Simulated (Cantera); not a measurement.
Ignition delay

Mixture: 2.78 % CH₄, 0.667 % H₂, 13.4 % O₂, 83.1 % N₂, equivalence ratio 0.44, at 500000 Pa, adiabatic and at constant volume. Ignition delay is the time to a rise of 400 K.

Detailed kinetics in Cantera: GRI-Mech 3.0 (53 species, 325 reactions). Below about 1000 K GRI-Mech 3.0 lacks low-temperature oxidation paths. Below about 950 K walls govern HO2 and H2O2 in real vessels.

| T0 (K) | delay (ms) |
|---|---|
| 925 | 236 |
| 1000 | 34.1 |
| 1075 | 7.64 |
| 1150 | 2.84 |
| 1225 | 1.36 |
| 1300 | 0.704 |
| 1375 | 0.379 |
| 1450 | 0.210 |
| 1525 | 0.121 |
| 1600 | 0.0728 |

| Quantity | Value |
|---|---|
| apparent activation energy between 1450 and 1600 K | 140 kJ/mol |
